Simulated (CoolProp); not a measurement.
Dodecamethylcyclohexasiloxane (D6) along the isotherm 620 K: fugacity coefficient from the reference equation and from simpler models built on Tc = 645.8 K, pc = 9.614 bar, ω = 0.736; each cubic takes its own stable root.

Values from CoolProp's reference Helmholtz-energy equation of state, Colonna 2008. It is a short technical equation, of lower accuracy than the large ones.

```tsv
p (bar)	phase	reference
0.152	gas	0.9924
0.312	gas	0.9844
0.641	gas	0.9682
1.32	gas	0.9352
2.7	gas	0.8701
5.55	gas	0.7419
11.4	liquid	0.4335
23.4	liquid	0.2547
48.1	liquid	0.1769
```

How far does each simpler model (van der Waals, Soave-Redlich-Kwong) lie from the reference over these 9 states: mean and median of the absolute difference, and the worst?


- van der Waals: mean 16.4 %, median 4.4 %, worst +61.2 % at 620 K and 48.1 bar
- Soave-Redlich-Kwong: mean 3.9 %, median 2.1 %, worst +11.1 % at 620 K and 48.1 bar
